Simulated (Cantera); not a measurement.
## Counterflow diffusion flame

A counterflow diffusion flame at 0.987 atm, nozzles 20 mm apart: fuel side CO : H2 = 1 : 0.51 (molar parts) at 523 K, oxidiser side O2 : N2 = 0.22 : 0.78 (molar parts) at 800 K, fuel mass flux 0.86 times the oxidiser's; mixture-averaged transport, no radiation.

Detailed kinetics in Cantera: GRI-Mech 3.0 (53 species, 325 reactions). The maximum strain rate includes the flame's own expansion and is several times the mean.

| oxidiser flux (kg/m²/s) | max strain (1/s) | mean strain (1/s) | T max (K) | peak x OH | peak x H | peak x NO | peak x CO |
|---|---|---|---|---|---|---|---|
| 0.6 | 436 | 127 | 2342 | 0.0154 | 0.0122 | 0.000331 | 0.691 |
| 0.76 | 543 | 161 | 2308 | 0.0156 | 0.0134 | 0.000254 | 0.690 |
| 0.97 | 684 | 206 | 2271 | 0.0157 | 0.0147 | 0.000193 | 0.689 |
| 1.2 | 834 | 255 | 2239 | 0.0157 | 0.0158 | 0.000153 | 0.689 |
| 1.6 | 1090 | 340 | 2192 | 0.0156 | 0.0175 | 0.000113 | 0.688 |
| 2 | 1350 | 425 | 2155 | 0.0155 | 0.0189 | 9.18e-5 | 0.688 |
| 2.6 | 1730 | 552 | 2115 | 0.0153 | 0.0207 | 7.45e-5 | 0.688 |
| 3.3 | 2170 | 701 | 2073 | 0.0151 | 0.0224 | 6.21e-5 | 0.688 |
| 4.1 | 2670 | 871 | 2036 | 0.0148 | 0.0239 | 5.39e-5 | 0.688 |
| 5.3 | 3400 | 1130 | 1989 | 0.0143 | 0.0258 | 4.58e-5 | 0.687 |
x: mole fraction; the columns are a selection and need not sum to one.
